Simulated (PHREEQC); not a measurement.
# Buffer with polishing slurry liquid (model solution)

Solution A (0.19 mol H3BO3 and 3e-05 mol NaF per kg of water) is mixed with solution B (0.03 mol HNO3 and 0.00076 mol Al(NO3)3 per kg of water) at 20 °C; shares are by mass of water, 1 kg in all. Oxygen alone is held at its pressure in air (log pO2 = -0.68). CO2 from the air is kept out. Solids allowed: Gibbsite. Others were left out.

The numbers come from PHREEQC with the ion-association model, wateq4f.dat.

Predict Al+3 (mol/kgw), F- (mol/kgw) at share of solution B = 0.25, 0.3.


| share of solution B | Al+3 (mol/kgw) | F- (mol/kgw) |
|---|---|---|
| 0.25 | 0.000168 | 2.20e-8 |
| 0.3 | 0.000207 | 1.73e-8 |

Real BF4- forms and hydrolyses slowly; the run takes it at equilibrium. Fluoro complexes past AlF4- and FeF3 are missing from the database.
